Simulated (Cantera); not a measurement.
An isothermal, constant-pressure homogeneous reactor starts with 57.1 % CH₄, 42.9 % H₂O, at 1548 K and 5.00 bar.

Detailed kinetics in Cantera: GRI-Mech 3.0 (53 species, 325 reactions). GRI-Mech 3.0 stops at C3 and has no aromatics, soot or wall deposition, so with more carbon than oxygen in the feed, carbon stays in small species such as C2H2 where larger ones or solid carbon would form.

x: mole fraction; the columns are a selection and need not sum to one.

```csv
t (s),x CH₄,x H₂O,x CO,x OH,x H
0.000700,0.565,0.428,3.57e-6,2.91e-7,1.96e-7
0.00252,0.542,0.424,6.14e-5,3.39e-7,6.90e-7
0.00910,0.470,0.405,0.000359,2.91e-7,2.06e-6
0.0328,…,…,…,2.43e-7,…
0.118,0.201,0.323,0.00801,2.35e-7,7.67e-6
0.427,0.182,0.280,0.0287,2.05e-7,8.78e-6
1.54,0.179,…,…,…,9.39e-6
5.55,0.157,0.123,0.134,7.73e-8,1.02e-5
20.0,0.120,0.0584,0.184,3.44e-8,1.09e-5
```

Complete the blanks.


- 0.0328, x CH₄: 0.334
- 0.0328, x H₂O: 0.366
- 0.0328, x CO: 0.00179
- 0.0328, x H: 4.45e-6
- 1.54, x H₂O: 0.206
- 1.54, x CO: 0.0740
- 1.54, x OH: 1.41e-7
